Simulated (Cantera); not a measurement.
Feed: 1 mol SiC, 0.035 mol C, 5.5 mol H₂, at 0.260 bar.

Method: chemical equilibrium by Gibbs-energy minimisation in Cantera with the NASA 1993 tables (ideal gas, pure condensed phases). Candidate condensed phases: C, C₆H₆, C₇H₈, C₈H₁₈, Si, SiC; 99 gas species. Ions and electrons are included (thermal ionisation). Gases not in the tables: Si₂H₆ and higher silanes. Equilibrium is a limit: real reactors are often held back by kinetics, nucleation or transport.

Which condensed phases are stable at each of these points (T (°C)): 1727, 2227, 2727, 3227, 3727, 4227, 4727?


| T (°C) | condensed phases | Si condensed (%) |
|---|---|---|
| 1727 | C(graphite) + SiC(s) | 100.0 |
| 2227 | SiC(s) | 94.8 |
| 2727 | gas only | 0.0 |
| 3227 | gas only | 0.0 |
| 3727 | gas only | 0.0 |
| 4227 | gas only | 0.0 |
| 4727 | gas only | 0.0 |

At 1727 °C the condensed part is C(graphite) + SiC(s). At 2227 °C the condensed part is SiC(s). From 2727 °C to 4727 °C nothing is condensed.
